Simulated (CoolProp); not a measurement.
Values from CoolProp's reference Helmholtz-energy equation of state, Thol 2016.

Question: Give the vapour pressure (MPa), vapour density (kg/m³), enthalpy of vaporisation (kJ/kg), liquid cp (kJ/(kg K)) of saturated hexamethyldisiloxane (MM) at 285.5, 409.2 K.

Answer: 
| T (K) | p (MPa) | vapour density (kg/m³) | enthalpy of vaporisation (kJ/kg) | liquid cp (kJ/(kg K)) |
|---|---|---|---|---|
| 285.5 | 0.00283 | 0.195 | 235 | 1.87 |
| 409.2 | 0.256 | 13.9 | 173 | 2.23 |
